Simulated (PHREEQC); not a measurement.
Synthetic water in mg/kgw, 25 °C, pH 6.63, pe 10.7:

```
constituent         mg/kgw
------------------  ------
Na                     117
K                     39.8
Ca                     318
Mg                      33
Cl                     742
S(6) as SO4           50.6
Alkalinity as HCO3    95.5
Pb                    24.5
```

Na is adjusted to close the charge balance.
Valence states are taken as typed.

All values are PHREEQC results (ion-association model, phreeqc.dat), not measurements.

Precipitation was switched off in this run.

### Question
What specific conductance does the model give?

### Answer
specific conductance 2590 µS/cm.

### Question
In which forms is Pb present?

### Answer
PbCO3 49 %, Pb+2 24 %, PbHCO3+ 13 %, PbCl+ 10 %, PbSO4 1.3 %, PbOH+ 1.2 % of the Pb.

Examples of supersaturated solids here: Cerussite, Pb(OH)2. Others may be too.
